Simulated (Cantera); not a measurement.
A closed system holds: 1 mol Si₃N₄, a varied amount of H₂, at 0.0370 bar.

Cantera equilibrium calculation (NASA polynomials, part measured and part estimated; ideal gas, pure solids and liquids). Candidate condensed phases: Si, Si₃N₄; 18 gas species. Mutual solubility and eutectic melting of coexisting phases are not modelled. Kinetics and transport are ignored.

**Question.** What condenses at these points (T in K, n(H₂) in mol): (2048, 77); (1998, 360); (1998, 30); (1698, 270); (1598, 30)?

**Answer.** 
| T (K) | n(H₂) in mol | condensed phases | Si condensed (%) |
|---|---|---|---|
| 2048 | 77 | Si | 93.3 |
| 1998 | 360 | Si | 82.4 |
| 1998 | 30 | Si | 98.4 |
| 1698 | 270 | Si | 99.7 |
| 1598 | 30 | Si + Si₃N₄ | 100.0 |
